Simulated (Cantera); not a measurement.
An isothermal, constant-pressure homogeneous reactor starts with H2 : O2 : N2 = 1.4 : 1 : 14 (molar parts), equivalence ratio 0.70, at 825 K and 0.190 bar.

Model: the H2/O2 subset of GRI-Mech 3.0, which has no nitrogen chemistry, integrated in Cantera. Below about 950 K walls govern HO2 and H2O2 in real vessels. The temperature is held fixed by assumption; the heat of reaction is taken as removed at once.

One state of this run: x H2 = 0.0197; x O2 = 0.0288; x H2O2 = 9.00e-6; x H = 6.76e-9; x H2O = 0.0686; x HO2 = 1.95e-6; x O = 1.35e-9. x: mole fraction; the columns are a selection and need not sum to one.

Q: Which value of t (s) does it belong to?
(A) 0.443
(B) 4.00
(C) 0.000200
(D) 0.147

A: A, 0.443
